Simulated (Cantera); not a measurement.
A perfectly stirred reactor is fed with 4.79 % CH4, 20.0 % O2, 75.2 % N2, at 1.10 bar; it is adiabatic with a 323 K inlet, and is followed from long to short residence time, starting on the burning branch (τ in s: 0.023, 0.011, 0.0052, 0.0025, 0.0012, 0.00058, 0.00028, 0.00013, 6.3e-05, 3e-05).

Computed with Cantera and GRI-Mech 3.0 (53 species, 325 reactions).

Task: Predict: blow-out, bracketed by the residence times tried; x(CH4) at τ = 23.0 ms; x(O2) at τ = 23.0 ms; x(C2H2) at τ = 23.0 ms; x(NO2) at τ = 23.0 ms; x(H2O2) at τ = 23.0 ms; x(CH4) at τ = 0.580 ms; x(O2) at τ = 0.580 ms.

Result: 
```
Property                                                                       Value
------------------------------------------------  ----------------------------------
blow-out, bracketed by the residence times tried  burning at 2.50 ms, out at 1.20 ms
x(CH4) at τ = 23.0 ms                                                        9.80e-5
x(O2) at τ = 23.0 ms                                                           0.105
x(C2H2) at τ = 23.0 ms                                                       8.98e-9
x(NO2) at τ = 23.0 ms                                                        8.30e-9
x(H2O2) at τ = 23.0 ms                                                       3.40e-7
x(CH4) at τ = 0.580 ms                                                        0.0479
x(O2) at τ = 0.580 ms                                                          0.200
```
